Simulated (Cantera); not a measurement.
Cantera with NASA thermochemical tables; ideal gases at 1 bar, condensed phases pure. Values are per mole of reaction as written; species without (g) are pure solids or liquids, kept so even where they would boil at 1 bar.

**Question.** Between 350 and 725 K, where is each reaction favourable under standard conditions?
- 2 Na(g) + S ⇌ Na₂S

**Answer.** 
- 2 Na(g) + S ⇌ Na₂S: ΔG° is -496 kJ at 350 K and -405 kJ at 725 K; it stays negative (K > 1). ΔH° is -578 kJ and ΔS° -239 J/K at 725 K.
